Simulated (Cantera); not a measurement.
Gas mixture: 19.1 % CH4, 57.2 % H2O, 11.2 % CO, 12.5 % H2, at 510 Torr, frozen composition.

Cantera's kinetic-theory transport with the Lennard-Jones parameters of GRI-Mech 3.0, ideal gas; thermal conductivity in the mixture-averaged form. Polar gases are described roughly by these parameters. The composition is frozen, though it would react at the higher temperatures.

One state of this run: ρ (kg/m³) = 0.105; cp (J/kg/K) = 2969; μ (µPa s) = 43.5; λ (mW/m/K) = 192; Pr = 0.673; D (cm²/s) CH4 = 5.43; D (cm²/s) H = 26.7; D (cm²/s) NH3 = 5.59. D: mixture-averaged diffusion coefficient of that species in the mixture.

Task: Which value of T (K) does it belong to?
A. 700
B. 550
C. 1300
D. 400

Result: C, 1300
